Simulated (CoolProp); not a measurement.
Vapour-liquid equilibrium of nitrogen (1) + carbon monoxide (2) at -197.95 °C; x and y are mole fractions of (1).

Values from CoolProp's multi-fluid Helmholtz-energy mixture model, Span 2000 and Lemmon 2006; pair parameters Gernert 2013.

### Question
Give the bubble pressure and the first vapour's composition at x = 0.15, 0.45, 0.65. Is there an azeotrope?

### Answer
x = 0.15: 0.05125 MPa, y = 0.244; x = 0.45: 0.06210 MPa, y = 0.587; x = 0.65: 0.06845 MPa, y = 0.754. No azeotrope shows between x = 0.05 and 0.95.

The pair parameters rest on a limited set of measurements; away from them the model extrapolates.
